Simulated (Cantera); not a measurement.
# Equilibrium for fluorocarbon and chlorocarbon gases: C2F6 + HCl

Feed: 1 mol C2F6, 0.076 mol HCl, held at 2.90 Pa.

Cantera equilibrium calculation (NASA polynomials, part measured and part estimated; ideal gas, pure solids and liquids). Candidate condensed phases: C, C6H6, C7H8, C8H18; 118 gas species. The feed counts by its element totals alone. Gases not in the tables: C2F6 and larger saturated fluorocarbons. Rates play no part.

From 1150 K to 2050 K the condensed part is C(graphite). The main C-bearing gas is CF4 at 1150 K and CF2 at 2050 K. The share of C in condensed phases is highest at 2050 K (68.3 %) and lowest at 1825 K (21.0 %).

```tsv
T (K)	x CF4	x F	x CF2	x HF	x Cl	n C(graphite)
1150	0.912	2.17e-6	8.03e-6	0.0459	0.0355	0.518
1225	0.908	1.64e-5	4.86e-5	0.0463	0.0430	0.519
1300	0.907	9.82e-5	0.000239	0.0464	0.0454	0.519
1375	0.906	0.000485	0.000982	0.0465	0.0461	0.518
1450	0.902	0.00203	0.00348	0.0464	0.0462	0.517
1525	0.889	0.00735	0.0108	0.0460	0.0460	0.513
1600	0.856	0.0235	0.0297	0.0450	0.0450	0.503
1675	0.774	0.0664	0.0721	0.0425	0.0425	0.483
1750	0.606	0.166	0.150	0.0372	0.0372	0.448
1825	0.341	0.351	0.246	0.0285	0.0285	0.421
1900	0.0981	0.587	0.271	0.0197	0.0197	0.554
1975	0.0131	0.760	0.192	0.0154	0.0154	0.968
2050	0.00125	0.856	0.110	0.0139	0.0139	1.37
```
x: gas mole fraction; n: condensed amount in mol.
